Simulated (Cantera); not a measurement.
Feed: 1 mol SiH4, 0.24 mol NO, equilibrated at 653 Torr.

Method: chemical equilibrium by Gibbs-energy minimisation in Cantera with the NASA 1993 tables (ideal gas, pure condensed phases). Candidate condensed phases: H2O, Si, SiO2, Si2N2O, Si3N4; 35 gas species. Each liquid is taken as pure. Mutual solubility and eutectic melting of coexisting phases are not modelled. The tables hold silica as quartz up to 1696 K and as liquid above; real silica turns to tridymite and cristobalite and melts near 1996 K. Gases not in the tables: Si2H6 and higher silanes. Equilibrium is a limit: real reactors are often held back by kinetics, nucleation or transport.

Q: Which condensed phases are stable at each of these points (T (°C)): 327, 527, 727, 927, 1127, 1327, 1527, 1727?

A: 
| T (°C) | condensed phases | Si condensed (%) |
|---|---|---|
| 327 | Si(s) + SiO2(α-quartz) + Si2N2O(s) | 100.0 |
| 527 | Si(s) + SiO2(α-quartz) + Si2N2O(s) | 100.0 |
| 727 | Si(s) + SiO2(β-quartz) + Si2N2O(s) | 100.0 |
| 927 | Si(s) + SiO2(β-quartz) + Si2N2O(s) | 100.0 |
| 1127 | Si(s) + SiO2(β-quartz) + Si2N2O(s) | 100.0 |
| 1327 | Si(s) + SiO2(β-quartz) + Si2N2O(s) | 99.3 |
| 1527 | Si(l) + SiO2(condensed) + Si2N2O(s) | 89.8 |
| 1727 | Si(l) + Si2N2O(s) | 84.3 |

From 327 °C to 527 °C the condensed part is Si(s) + SiO2(α-quartz) + Si2N2O(s). From 727 °C to 1327 °C the condensed part is Si(s) + SiO2(β-quartz) + Si2N2O(s). At 1527 °C the condensed part is Si(l) + SiO2(condensed) + Si2N2O(s). At 1727 °C the condensed part is Si(l) + Si2N2O(s).
